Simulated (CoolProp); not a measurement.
A closed Brayton cycle with carbon dioxide: compressor inlet 320.15 K and 8.9 MPa, high pressure 24.1 MPa, turbine inlet 835 K, compressor efficiency 0.89, turbine efficiency 0.85, recuperator effectiveness 0 (on enthalpy, no pinch check). Each further row changes one setting.

Values from CoolProp's reference Helmholtz-energy equation of state, Span 1996.

```json
[
 {"case": "as stated", "thermal efficiency (%)": "13.9", "net work (kJ/kg)": "83.5", "compressor to turbine work": "0.33", "compressor exit (K)": "391.1", "turbine exit (K)": "721.1"},
 {"case": "turbine inlet 785 K", "thermal efficiency (%)": "13.9", "net work (kJ/kg)": "75.0", "compressor to turbine work": "0.36", "compressor exit (K)": "391.1", "turbine exit (K)": "675.0"},
 {"case": "compressor inlet 330.15 K", "thermal efficiency (%)": "13.4", "net work (kJ/kg)": "75.1", "compressor to turbine work": "0.40", "compressor exit (K)": "412.2", "turbine exit (K)": "721.1"},
 {"case": "high pressure 20.5 MPa", "thermal efficiency (%)": "11.9", "net work (kJ/kg)": "72.8", "compressor to turbine work": "0.31", "compressor exit (K)": "379.4", "turbine exit (K)": "739.1"},
 {"case": "recuperator effectiveness 0.5", "thermal efficiency (%)": "20.4", "net work (kJ/kg)": "83.5", "compressor to turbine work": "0.33", "compressor exit (K)": "391.1", "turbine exit (K)": "721.1"}
]
```
